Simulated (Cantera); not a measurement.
Feed: 1 mol Nb, 0.58 mol H2O, 36 mol H2, at 1375 °C and 0.00900 Torr.

Equilibrium computed with Cantera from the NASA thermochemical tables; the gas is ideal and each condensed phase is pure. Candidate condensed phases: H2O, Nb, NbO, NbO2, Nb2O5; 12 gas species. Mutual solubility and eutectic melting of coexisting phases are not modelled. NbO: taken at fixed stoichiometry. Condensed phases not in the tables: N, O or C dissolved in the metal. The numbers say what is thermodynamically allowed, not how fast it happens.

Base state: H2 0.974, H 0.0254, H2O 0.000190, NbO2 1.76e-5 (mole fractions); condensed: Nb(s) + NbO(s).

Q: What changes in the equilibrium state with this change: Nb replaced by Cr?

A: 
| species | before | after |
|---|---|---|
| H2 | 0.974 | 0.934 |
| Cr | 0 | 0.0261 |
| H | 0.0254 | 0.0248 |
| H2O | 0.000190 | 0.0150 |
| NbO2 | 1.76e-5 | 0 |
| CrO | 0 | 0.000174 |
| OH | 2.22e-7 | 1.80e-5 |
| Nb(s), mol | 0.428 | 0 |
| NbO(s), mol | 0.571 | 0 |
Further candidate phases: Cr, Cr2O3.
